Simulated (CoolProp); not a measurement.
A single-stage vapour-compression cycle with R1336mzz(E): evaporating at 260.15 K (dew point), condensing at 304.15 K (bubble point), superheat 2 K, subcooling 2 K, compressor efficiency 0.8, no pressure losses. Each further row changes one setting.

Model: reference Helmholtz-energy equation of state, Akasaka 2023, in CoolProp.

| case | cooling COP | pressure ratio | discharge temperature (K) | refrigerating effect (kJ/kg) | volumetric capacity (kJ/m³) |
|---|---|---|---|---|---|
| as stated | 3.83 | 5.95 | 304.3 | 114 | 351 |
| evaporating temperature 265.15 K | … | … | 304.2 | … | 454 |
| condensing temperature 299.15 K | 4.47 | … | 300.0 | 120 | 370 |
| subcooling 7 K | … | 5.95 | 304.3 | 120 | 370 |
| superheat 12 K | 3.91 | 5.95 | … | … | 360 |
| compressor efficiency 0.7 | 3.35 | 5.95 | 309.2 | 114 | 351 |

### Question
Some entries are withheld; supply them.

### Answer

- evaporating temperature 265.15 K, cooling COP: 4.53
- evaporating temperature 265.15 K, pressure ratio: 4.68
- evaporating temperature 265.15 K, refrigerating effect (kJ/kg): 118
- condensing temperature 299.15 K, pressure ratio: 5.02
- subcooling 7 K, cooling COP: 4.03
- superheat 12 K, discharge temperature (K): 314.9
- superheat 12 K, refrigerating effect (kJ/kg): 122

The compression ends wet for: evaporating temperature 265.15 K.
